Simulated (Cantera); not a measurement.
Input (Python, Cantera) and output of one run.

```python
import numpy as np
import cantera as ct

gas_names = """
    H H2 H2S N NH NH2 NH3 N2 N2H2 N2H4 Pb PbS Pb2 S SH SN S2 S8
""".split()
cond_names = """
    Pb(cr) Pb(L) PbS(s) PbS(L) S(cr1) S(cr2) S(L)
""".split()


# ... load() reads the species with a 1 bar reference pressure and builds the phases ...
atoms = {
    'PbS': {'Pb': 1, 'S': 1},
    'H2': {'H': 2},
    'N2': {'N': 2},
}
top_T = {}  # K; cautious upper limits of use, not melting points


# ... equilibrate(T, P, feed) seeds the gas with the atoms and calls Mixture.equilibrate('TP', solver="vcs", rtol=1e-11, max_steps=5000) ...
results = []
feed = {'PbS': 1, 'H2': 27, 'N2': 0.84}  # mol
P = 2400  # Pa
for T in [1323, 1398, 1473, 1548, 1623, 1698, 1773, 1848, 1923]:
    mix = equilibrate(T, P, feed)
    results.append((T, P, feed, dict(zip(mix.species_names, mix.species_moles))))
    x = sorted(zip(gas.X, gas.species_names), reverse=True)
    print(f"T = {T:g} K  P = {P:g} Pa  gas = {mix.phase_moles(0):.4g} mol")
    print("   x: " + "  ".join(f"{s} {v:.3e}" for v, s in x if v > 0.0001))
    print("   condensed (mol): " + ("  ".join(f"{mix.phase(i).name} {mix.phase_moles(i):.4g}"
          for i in range(1, mix.n_phases) if mix.phase_moles(i) > 1e-12) or "none"))
```

It prints:

```
T = 1323 K  P = 2400 Pa  gas = 28.84 mol
   x: H2 9.223e-01  N2 2.912e-02  PbS 2.070e-02  Pb 1.397e-02  H2S 1.370e-02
   condensed (mol): none
T = 1398 K  P = 2400 Pa  gas = 28.85 mol
   x: H2 9.213e-01  N2 2.912e-02  PbS 1.953e-02  Pb 1.513e-02  H2S 1.443e-02  S2 2.681e-04  SH 1.649e-04
   condensed (mol): none
T = 1473 K  P = 2400 Pa  gas = 28.86 mol
   x: H2 9.204e-01  N2 2.910e-02  PbS 1.826e-02  Pb 1.638e-02  H2S 1.478e-02  S2 6.237e-04  SH 3.480e-04
   condensed (mol): none
T = 1548 K  P = 2400 Pa  gas = 28.89 mol
   x: H2 9.196e-01  N2 2.908e-02  Pb 1.780e-02  PbS 1.681e-02  H2S 1.462e-02  S2 1.252e-03  SH 6.612e-04  H 1.906e-04
   condensed (mol): none
T = 1623 K  P = 2400 Pa  gas = 28.93 mol
   x: H2 9.187e-01  N2 2.904e-02  Pb 1.943e-02  PbS 1.514e-02  H2S 1.390e-02  S2 2.174e-03  SH 1.136e-03  H 4.276e-04
   condensed (mol): none
T = 1698 K  P = 2400 Pa  gas = 28.98 mol
   x: H2 9.177e-01  N2 2.899e-02  Pb 2.122e-02  PbS 1.329e-02  H2S 1.272e-02  S2 3.302e-03  SH 1.784e-03  H 8.942e-04  S 1.151e-04
   condensed (mol): none
T = 1773 K  P = 2400 Pa  gas = 29.04 mol
   x: H2 9.163e-01  N2 2.892e-02  Pb 2.307e-02  PbS 1.136e-02  H2S 1.127e-02  S2 4.477e-03  SH 2.591e-03  H 1.758e-03  S 2.571e-04
   condensed (mol): none
T = 1848 K  P = 2400 Pa  gas = 29.12 mol
   x: H2 9.142e-01  N2 2.885e-02  Pb 2.486e-02  H2S 9.740e-03  PbS 9.484e-03  S2 5.536e-03  SH 3.529e-03  H 3.272e-03  S 5.204e-04
   condensed (mol): none
T = 1923 K  P = 2400 Pa  gas = 29.21 mol
   x: H2 9.111e-01  N2 2.876e-02  Pb 2.649e-02  H2S 8.262e-03  PbS 7.749e-03  S2 6.354e-03  H 5.804e-03  SH 4.553e-03  S 9.688e-04
   condensed (mol): none
```

Cantera equilibrium calculation (NASA polynomials, part measured and part estimated; ideal gas, pure solids and liquids).
